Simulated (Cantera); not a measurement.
Charge: 1 mol Si, 5.6 mol HCl, 10 mol H₂, held at 130000 Pa.

Method: chemical equilibrium by Gibbs-energy minimisation in Cantera with the NASA 1993 tables (ideal gas, pure condensed phases). Candidate condensed phases: Si; 19 gas species. The tables' values for SiCl₃ are old estimates; treat these amounts as uncertain. Rates play no part.

x: gas mole fraction; nothing condenses.

```
T (K)   x H₂  x HCl  x SiCl₄   x SiCl₂  x SiHCl₃   x SiCl₃  x SiH₂Cl₂
-----  -----  -----  -------  --------  --------  --------  ---------
500    0.822  0.110   0.0685    <1e-12   8.18e-7    <1e-12     <1e-12
600    0.822  0.110   0.0685    <1e-12   1.41e-5  4.34e-11   1.46e-10
700    0.822  0.110   0.0684    <1e-12  0.000105   6.98e-9    1.06e-8
800    0.821  0.110   0.0680         ?         ?   3.08e-7          ?
900    0.820  0.111   0.0671         ?         ?   5.67e-6          ?
1000   0.819  0.113   0.0651   1.17e-6   0.00332   5.60e-5    1.83e-5
1100   0.815  0.116   0.0617   2.69e-5   0.00636  0.000346    7.87e-5
1200   0.809  0.122   0.0563  0.000330    0.0101   0.00146   0.000239
1300   0.800  0.132   0.0479   0.00230    0.0132   0.00431   0.000512
1400   0.783  0.150   0.0357   0.00912    0.0132   0.00876   0.000735
1500   0.760  0.174   0.0220    0.0217   0.00997    0.0122   0.000719
1600   0.739  0.196   0.0110    0.0355   0.00599    0.0126   0.000545
```

Question: Fill in the missing entries.

Answer: 
- 900, x SiCl₂: 2.29e-8
- 900, x SiHCl₃: 0.00141
- 900, x SiH₂Cl₂: 2.80e-6
- 800, x SiCl₂: 1.55e-10
- 800, x SiHCl₃: 0.000459
- 800, x SiH₂Cl₂: 2.50e-7
